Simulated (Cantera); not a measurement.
Charge: 1 mol Fe₃O₄, 1.3 mol CH₄, 0.22 mol N₂, at 3.60 bar.

These are equilibrium values from Cantera (NASA tables, ideal gas, pure condensed phases), not measurements of a reactor. Candidate condensed phases: C, C₆H₆, C₇H₈, C₈H₁₈, Fe, Fe(CO)₅, FeO, Fe(OH)₂, Fe(OH)₃, Fe₂O₃, Fe₃O₄, H₂O; 140 gas species. Each liquid is taken as pure. Mutual solubility and eutectic melting of coexisting phases are not modelled. The tables' stoichiometric FeO is somewhat more stable than real wüstite, so its field is too wide. FeO: taken at fixed stoichiometry. The numbers say what is thermodynamically allowed, not how fast it happens.

x: gas mole fraction; n: condensed amount in mol.

| T (K) | x H₂ | x CO | x H₂O | x N₂ | x CO₂ | x Fe | x H | n Fe(γ) | n FeO(s) | n Fe(δ) | n FeO(l) | n Fe(l) |
|---|---|---|---|---|---|---|---|---|---|---|---|---|
| 1473 | 0.448 | 0.271 | 0.183 | 0.0534 | 0.0446 | 2.32e-8 | 4.47e-6 | 1.24 | 1.76 | 0 | 0 | 0 |
| 1623 | 0.430 | 0.274 | 0.201 | 0.0534 | 0.0413 | 4.64e-7 | 2.39e-5 | 1.30 | 1.70 | 0 | 0 | 0 |
| 1773 | 0.432 | 0.281 | 0.199 | 0.0534 | 0.0347 | 5.49e-6 | 9.86e-5 | 0 | 0 | 1.26 | 1.74 | 0 |
| 1923 | 0.431 | 0.285 | 0.200 | 0.0534 | 0.0307 | 4.11e-5 | 0.000326 | 0 | 0 | 0 | 1.75 | 1.25 |
| 2073 | 0.427 | 0.287 | 0.203 | 0.0534 | 0.0281 | 0.000223 | 0.000906 | 0 | 0 | 0 | 1.75 | 1.25 |
| 2223 | 0.424 | 0.289 | 0.204 | 0.0533 | 0.0260 | 0.000950 | 0.00220 | 0 | 0 | 0 | 1.75 | 1.25 |
| 2373 | 0.420 | 0.289 | 0.205 | 0.0531 | 0.0242 | ? | ? | 0 | 0 | 0 | 1.75 | 1.24 |
| 2523 | 0.413 | 0.288 | 0.203 | 0.0526 | 0.0226 | ? | ? | 0 | 0 | 0 | 1.75 | 1.21 |
| 2673 | 0.400 | 0.283 | 0.198 | 0.0514 | 0.0210 | 0.0261 | 0.0171 | 0 | 0 | 0 | 1.74 | 1.14 |

Task: What belongs in the gaps?

Result: 
- 2523, x Fe: 0.00995
- 2523, x H: 0.00941
- 2373, x Fe: 0.00333
- 2373, x H: 0.00477
